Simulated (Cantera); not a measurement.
**Nitride etching: BN + F2 + H2 + O2**

Charge: 1 mol BN, a varied amount of F2, 58 mol H2, 19 mol O2, at 802 °C and 0.100 bar.

Method: chemical equilibrium by Gibbs-energy minimisation in Cantera with the NASA 1993 tables (ideal gas, pure condensed phases). Candidate condensed phases: B, BN, B2O3, B3O3H3, H2O; 62 gas species. Gases not in the tables: H3BO3. Kinetics and transport are ignored.

From 1.8 mol F2 to 3.8 mol F2 the condensed part is B2O3(l). From 4.7 mol F2 to 9.5 mol F2 nothing is condensed.

```json
[
 {"n(F2) (mol)": "1.8", "x H2O": "0.603", "x H2": "0.327", "x HF": "0.0569", "x BF3": "0.000824", "x N2": "0.00831", "x (HBO2)3": "0.00289", "n B2O3(l)": "0.194"},
 {"n(F2) (mol)": "2.8", "x H2O": "0.597", "x H2": "0.306", "x HF": "0.0828", "x BF3": "0.00258", "x N2": "0.00818", "x (HBO2)3": "0.00284", "n B2O3(l)": "0.120"},
 {"n(F2) (mol)": "3.8", "x H2O": "0.593", "x H2": "0.285", "x HF": "0.105", "x BF3": "0.00526", "x N2": "0.00806", "x (HBO2)3": "0.00281", "n B2O3(l)": "0.00363"},
 {"n(F2) (mol)": "4.7", "x H2O": "0.590", "x H2": "0.267", "x HF": "0.124", "x BF3": "0.00772", "x N2": "0.00795", "x (HBO2)3": "0.00189", "n B2O3(l)": "0"},
 {"n(F2) (mol)": "5.7", "x H2O": "0.587", "x H2": "0.248", "x HF": "0.146", "x BF3": "0.0103", "x N2": "0.00783", "x (HBO2)3": "0.00103", "n B2O3(l)": "0"},
 {"n(F2) (mol)": "6.6", "x H2O": "0.583", "x H2": "0.230", "x HF": "0.166", "x BF3": "0.0122", "x N2": "0.00773", "x (HBO2)3": "0.000507", "n B2O3(l)": "0"},
 {"n(F2) (mol)": "7.6", "x H2O": "0.577", "x H2": "0.212", "x HF": "0.190", "x BF3": "0.0136", "x N2": "0.00762", "x (HBO2)3": "0.000193", "n B2O3(l)": "0"},
 {"n(F2) (mol)": "8.6", "x H2O": "0.569", "x H2": "0.194", "x HF": "0.215", "x BF3": "0.0142", "x N2": "0.00750", "x (HBO2)3": "6.66e-5", "n B2O3(l)": "0"},
 {"n(F2) (mol)": "9.5", "x H2O": "0.562", "x H2": "0.178", "x HF": "0.238", "x BF3": "0.0144", "x N2": "0.00741", "x (HBO2)3": "2.56e-5", "n B2O3(l)": "0"}
]
```
x: gas mole fraction; n: condensed amount in mol.
